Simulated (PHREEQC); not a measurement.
Dissolve 0.0015 mol KOH, 0.0012 mol K2SO4 and 1.9e-06 mol H4SiO4 per kg of water at 22 °C. Closed to the air; pH follows from the charge balance.

Equilibrium calculation in PHREEQC: ion-association model, wateq4f.dat.

Precipitation was switched off in this run.

**Question.** Predict the pH.

**Answer.** pH 11.24.

**Question.** In which forms is S present?

**Answer.** SO4-2 98 %, KSO4- 1.9 % of the S.
